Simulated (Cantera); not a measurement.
Cantera run:

```python
import numpy as np
import cantera as ct

gas_names = [...]  # 135 gases of nasa_gas.yaml made of C, Cl, F, H
cond_names = """
    C(gr) C6H6(L) C7H8(L) C8H18(L),n-octa
""".split()


# ... load() reads the species with a 1 bar reference pressure and builds the phases ...
atoms = {
    'CCl4': {'C': 1, 'CL': 4},
    'F2': {'F': 2},
    'H2': {'H': 2},
}
top_T = {'C(gr)': 4500}  # K; cautious upper limits of use, not melting points


# ... equilibrate(T, P, feed) seeds the gas with the atoms and calls Mixture.equilibrate('TP', solver="vcs", rtol=1e-11, max_steps=5000) ...
results = []
feed = {'CCl4': 1, 'F2': 0.052, 'H2': 12}  # mol
P = 1000  # Pa
for T in [2500, 2750, 3000, 3250, 3500, 3750, 4000, 4250, 4500, 4750, 5000]:
    mix = equilibrate(T, P, feed)
    results.append((T, P, feed, dict(zip(mix.species_names, mix.species_moles))))

top = {s: max(r[3][s] / sum(r[3][g] for g in gas_names) for r in results) for s in gas_names}
cols = sorted((s for s in top if top[s] > 1e-06), key=lambda s: -top[s])[:5]
seen = [c for c in cond_names if any(r[3].get(c, 0) > 1e-12 for r in results)]
print("log10 of partial pressures in bar; condensed amounts in mol")
print(f"{'T/K':>10s}" + "".join(f"{s[:9]:>10s}" for s in cols + seen))
for T, P, feed, n in results:
    ng = sum(n[g] for g in gas_names)
    print(f"{T:10.4g}" + "".join(f"{np.log10(max(n[s] / ng * P / 1e5, 1e-99)):10.3f}" for s in cols)
          + "".join(f"{n.get(c, 0):10.4g}" for c in seen))
```

Result:

```
log10 of partial pressures in bar; condensed amounts in mol
       T/K         H        H2       HCL        CL         C     C(gr)
      2500    -2.730    -2.260    -2.693    -3.314    -6.779    0.8004
      2750    -2.388    -2.445    -2.927    -3.028    -5.423    0.4465
      3000    -2.194    -2.784    -3.327    -2.904    -4.497         0
      3250    -2.115    -3.243    -3.824    -2.869    -3.942         0
      3500    -2.093    -3.729    -4.321    -2.863    -3.605         0
      3750    -2.088    -4.177    -4.770    -2.863    -3.493         0
      4000    -2.085    -4.576    -5.166    -2.862    -3.471         0
      4250    -2.084    -4.930    -5.518    -2.862    -3.466         0
      4500    -2.084    -5.246    -5.832    -2.862    -3.465         0
      4750    -2.084    -5.529    -6.114    -2.862    -3.465         0
      5000    -2.084    -5.784    -6.368    -2.862    -3.465         0
```

Equilibrium computed with Cantera from the NASA thermochemical tables; the gas is ideal and each condensed phase is pure.
